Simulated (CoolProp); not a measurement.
Aqueous methanol as a coolant, 5 % by mass, freezing at -3.0 °C, 1 atm.

Computed with CoolProp (Melinder's fits for secondary coolants).

```json
[
 {"T (°C)": "2", "density (kg/m³)": "991.3", "cp (kJ/(kg K))": "4.270", "conductivity (W/(m K))": "0.538", "Prandtl number": "?"},
 {"T (°C)": "6.5", "density (kg/m³)": "991.2", "cp (kJ/(kg K))": "4.252", "conductivity (W/(m K))": "0.546", "Prandtl number": "13.4"},
 {"T (°C)": "11.1", "density (kg/m³)": "990.9", "cp (kJ/(kg K))": "4.235", "conductivity (W/(m K))": "0.553", "Prandtl number": "?"},
 {"T (°C)": "15.6", "density (kg/m³)": "990.3", "cp (kJ/(kg K))": "?", "conductivity (W/(m K))": "0.561", "Prandtl number": "9.76"},
 {"T (°C)": "20.1", "density (kg/m³)": "989.4", "cp (kJ/(kg K))": "4.207", "conductivity (W/(m K))": "0.568", "Prandtl number": "8.50"},
 {"T (°C)": "24.7", "density (kg/m³)": "988.4", "cp (kJ/(kg K))": "4.196", "conductivity (W/(m K))": "0.575", "Prandtl number": "7.45"},
 {"T (°C)": "29.2", "density (kg/m³)": "987.1", "cp (kJ/(kg K))": "4.188", "conductivity (W/(m K))": "?", "Prandtl number": "6.61"},
 {"T (°C)": "33.7", "density (kg/m³)": "985.7", "cp (kJ/(kg K))": "4.182", "conductivity (W/(m K))": "0.588", "Prandtl number": "5.91"},
 {"T (°C)": "38.2", "density (kg/m³)": "984.1", "cp (kJ/(kg K))": "4.180", "conductivity (W/(m K))": "0.594", "Prandtl number": "5.31"}
]
```

### Question
Fill in the missing entries.

### Answer

- 2, Prandtl number: 15.9
- 11.1, Prandtl number: 11.3
- 15.6, cp (kJ/(kg K)): 4.220
- 29.2, conductivity (W/(m K)): 0.581
